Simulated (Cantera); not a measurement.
What does this Cantera script print?

```python
import numpy as np
import cantera as ct

gas_names = """
    H HO2 H2 H2O H2O2 O OH O2 O3 V VO VO2
""".split()
cond_names = """
    H2O(s) H2O(L) V(cr) V(L) VO(s) VO(L) V2O3(s) V2O3(L) V2O4(I) V2O4(II) V2O4(L) V2O5(s) V2O5(L)
""".split()


# ... load() reads the species with a 1 bar reference pressure and builds the phases ...
atoms = {
    'V2O3': {'V': 2, 'O': 3},
    'H2': {'H': 2},
}
top_T = {}  # K; cautious upper limits of use, not melting points


# ... equilibrate(T, P, feed) seeds the gas with the atoms and calls Mixture.equilibrate('TP', solver="vcs", rtol=1e-11, max_steps=5000) ...
results = []
feed = {'V2O3': 1, 'H2': 52}  # mol
T = 1748.15  # K
P = 1400  # Pa
mix = equilibrate(T, P, feed)
results.append((T, P, feed, dict(zip(mix.species_names, mix.species_moles))))
x = sorted(zip(gas.X, gas.species_names), reverse=True)
print(f"T = {T:g} K  P = {P:g} Pa  gas = {mix.phase_moles(0):.4g} mol")
print("   x: " + "  ".join(f"{s} {v:.3e}" for v, s in x if v > 1e-06))
print("   condensed (mol): " + ("  ".join(f"{mix.phase(i).name} {mix.phase_moles(i):.4g}"
      for i in range(1, mix.n_phases) if mix.phase_moles(i) > 1e-12) or "none"))
```

It prints:

```
T = 1748.15 K  P = 1400 Pa  gas = 52.05 mol
   x: H2 9.863e-01  H2O 1.175e-02  H 1.920e-03  VO2 1.075e-05  VO 1.544e-06  OH 1.335e-06
   condensed (mol): VO(s) 1.223  V2O3(s) 0.388
```

Equilibrium computed with Cantera from the NASA thermochemical tables; the gas is ideal and each condensed phase is pure. Mutual solubility and eutectic melting of coexisting phases are not modelled. VO: taken at fixed stoichiometry. Condensed phases not in the tables: the oxides between V2O3 and V2O5 other than VO2.
